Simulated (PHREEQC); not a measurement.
Make-up at 25 °C: 0.019 mol/kgw HF, 0.011 mol/kgw (CH3)4NF and 0.073 mol/kgw HCl. Closed to the air; pH follows from the charge balance.

All values are PHREEQC results (ion-association model, phreeqc.dat), not measurements.

| quantity | before | after |
|---|---|---|
| pH | 1.28 | 2.95 |
| ionic strength (mol/kgw) | 0.0735 | 0.0122 |
| HF (mol/kgw) | 0.0294 | 0.0170 |
| F- (mol/kgw) | 0.000485 | 0.0115 |
| HF2- (mol/kgw) | 5.47e-5 | 0.000750 |

### Question
Name the change that produced these shifts.
A. (CH3)4NF left out
B. HCl left out
C. HF from 0.019 to 0.19 mol/kgw
D. diluted 100-fold with water
E. HF from 0.019 to 0.0209 mol/kgw

### Answer
B, HCl left out

Precipitation was switched off in this run. (CH3)4N+ isn't in the database: it is added as a free cation with an ion size of 4 Å.
